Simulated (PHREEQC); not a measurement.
A solution holds 0.0014 mol/kgw H3PO4, at 20 °C. Closed to the air; pH follows from the charge balance.

The numbers come from PHREEQC with the ion-association model, wateq4f.dat.

```
Property                   Result
----------------  ---------------
pH                           2.93
ionic strength    0.00121 mol/kgw
total alkalinity     -1.40 meq/kg
```

```json
[
 {"species": "H+", "molality": "0.00121", "activity": "0.00117", "log γ": "-0.016"},
 {"species": "H2PO4-", "molality": "0.00121", "activity": "0.00117", "log γ": "-0.017"},
 {"species": "H3PO4", "molality": "0.000189", "activity": "0.000189", "log γ": "0.000"},
 {"species": "HPO4-2", "molality": "7.02e-8", "activity": "6.03e-8", "log γ": "-0.067"}
]
```

Precipitation was switched off in this run. Complexes and solids missing from the database can't appear. H3PO4, which wateq4f.dat lacks, is added to it with the constant of phreeqc.dat.
